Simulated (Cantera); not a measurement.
An isothermal, constant-pressure homogeneous reactor starts with C2H6 : N2 = 1 : 17 (molar parts), at 1400 K and 0.0970 bar. Integrator tolerance rtol = 1e-08.

Computed with Cantera and GRI-Mech 3.0 (53 species, 325 reactions). GRI-Mech 3.0 stops at C3 and has no aromatics, soot or wall deposition, so with more carbon than oxygen in the feed, carbon stays in small species such as C2H2 where larger ones or solid carbon would form.

Question: What does this change do: temperature 1400 to 1100 K?

Answer: 
| quantity | before | after |
|---|---|---|
| x(C2H6) at 4.00 s | 1.68e-6 (gas-phase equilibrium 2.96e-8) | 0.000273 (gas-phase equilibrium 1.04e-5) |
| x(CH3) at 4.00 s | 1.07e-5 (gas-phase equilibrium 1.15e-6) | 5.58e-7 (gas-phase equilibrium 2.49e-7) |
| x(H2) at 4.00 s | 0.0804 (gas-phase equilibrium 0.0983) | 0.0572 (gas-phase equilibrium 0.0469) |
| x(HCN) at 4.00 s | 7.67e-8 (gas-phase equilibrium 0.0581) | 7.27e-12 (gas-phase equilibrium 0.0332) |
| x(C2H2) at 4.00 s | 0.0435 (gas-phase equilibrium 0.0203) | 0.0107 (gas-phase equilibrium 0.0136) |
| x(C2H4) at 4.00 s | 0.000298 (gas-phase equilibrium 0.000159) | 0.0385 (gas-phase equilibrium 0.00410) |
| x(C2H) at 4.00 s | 1.63e-9 (gas-phase equilibrium 9.85e-10) | 3.67e-12 (gas-phase equilibrium <1e-12) |

Question: What does this change do: temperature 1400 to 1225 K?

Answer: 
```
quantity                                              before                                      after
-----------------  -----------------------------------------  -----------------------------------------
x(C2H6) at 4.00 s    1.68e-6 (gas-phase equilibrium 2.96e-8)    9.88e-6 (gas-phase equilibrium 1.23e-6)
x(CH3) at 4.00 s     1.07e-5 (gas-phase equilibrium 1.15e-6)    1.38e-6 (gas-phase equilibrium 7.18e-7)
x(H2) at 4.00 s        0.0804 (gas-phase equilibrium 0.0983)      0.0751 (gas-phase equilibrium 0.0838)
x(HCN) at 4.00 s      7.67e-8 (gas-phase equilibrium 0.0581)    8.87e-10 (gas-phase equilibrium 0.0477)
x(C2H2) at 4.00 s      0.0435 (gas-phase equilibrium 0.0203)      0.0331 (gas-phase equilibrium 0.0201)
x(C2H4) at 4.00 s  0.000298 (gas-phase equilibrium 0.000159)     0.0135 (gas-phase equilibrium 0.00134)
x(C2H) at 4.00 s    1.63e-9 (gas-phase equilibrium 9.85e-10)  6.09e-11 (gas-phase equilibrium 1.61e-11)
```

Question: What does this change do: temperature 1400 to 1700 K?

Answer: 
```
quantity                                              before                                     after
-----------------  -----------------------------------------  ----------------------------------------
x(C2H6) at 4.00 s    1.68e-6 (gas-phase equilibrium 2.96e-8)  4.22e-9 (gas-phase equilibrium 1.69e-10)
x(CH3) at 4.00 s     1.07e-5 (gas-phase equilibrium 1.15e-6)   9.15e-6 (gas-phase equilibrium 1.52e-6)
x(H2) at 4.00 s        0.0804 (gas-phase equilibrium 0.0983)     0.0995 (gas-phase equilibrium 0.0998)
x(HCN) at 4.00 s      7.67e-8 (gas-phase equilibrium 0.0581)    1.22e-5 (gas-phase equilibrium 0.0670)
x(C2H2) at 4.00 s      0.0435 (gas-phase equilibrium 0.0203)     0.0498 (gas-phase equilibrium 0.0165)
x(C2H4) at 4.00 s  0.000298 (gas-phase equilibrium 0.000159)   2.33e-5 (gas-phase equilibrium 7.72e-6)
x(C2H) at 4.00 s    1.63e-9 (gas-phase equilibrium 9.85e-10)   4.18e-7 (gas-phase equilibrium 1.39e-7)
```
